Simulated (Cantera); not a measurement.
Feed: 1 mol Zr, 0.11 mol NH3, at 2775 K and 0.0510 Torr.

These are equilibrium values from Cantera (NASA tables, ideal gas, pure condensed phases), not measurements of a reactor. Candidate condensed phases: Zr, ZrN; 11 gas species. Condensed phases not in the tables: N, O or C dissolved in the metal. Rates play no part.

Q: What is the equilibrium state?

A: 
```json
{
  "x(Zr)": "0.633",
  "x(H)": "0.313",
  "x(N2)": "0.0525",
  "x(H2)": "0.00119",
  "x(N)": "8.07e-5",
  "n(Zr(l))": "0.337 mol",
  "gas_amount": "1.047 mol"
}
```
